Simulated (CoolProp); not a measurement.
The fluid at 298.15 K and 0.158 MPa is compressed adiabatically to 1.26 MPa with isentropic efficiency 0.75. The same conditions are run with several fluids, on thermodynamics alone (safety and materials aside).

The numbers come from the reference Helmholtz-energy equation of state of each fluid (methane: Setzmann 1991; R407C: Lemmon 2003; sulfur dioxide: Gao 2016; c-C4F8 (RC318): Platzer 1990; CF4 (R14): Platzer 1990) in CoolProp. The equations of Platzer and Polt are older, rougher fits. Blends and air are pseudo-pure fits.

```csv
fluid,work (kJ/kg),final temperature (K),final density (kg/m³)
methane,___,510.5,4.76
R407C,85.7,___,___
sulfur dioxide,128,494.5,___
c-C4F8 (RC318),___,___,___
CF4 (R14),88.7,415.8,___
```

Question: Some entries are withheld; supply them.

Answer: 
- methane, work (kJ/kg): 540
- R407C, final temperature (K): 401.2
- R407C, final density (kg/m³): 35.0
- sulfur dioxide, final density (kg/m³): 20.3
- c-C4F8 (RC318), work (kJ/kg): 31.4
- c-C4F8 (RC318), final temperature (K): 351.6
- c-C4F8 (RC318), final density (kg/m³): 120
- CF4 (R14), final density (kg/m³): 32.4
